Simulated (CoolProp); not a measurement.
n-perfluorohexane at 298.15 K and 0.00443 MPa is throttled through a valve to 0.00202 MPa with no heat exchange. Each further row changes one setting.

The numbers come from the reference Helmholtz-energy equation of state, Gao 2022 in CoolProp.

```tsv
case	temperature change (K)	final density (kg/m³)
as stated	-0.1	[?]
outlet pressure 0.000606 MPa	-0.1	0.0827
outlet pressure 0.00263 MPa	[?]	[?]
```

**Question.** Some entries are withheld; supply them.

**Answer.** 
- as stated, final density (kg/m³): 0.276
- outlet pressure 0.00263 MPa, temperature change (K): -0.0
- outlet pressure 0.00263 MPa, final density (kg/m³): 0.359
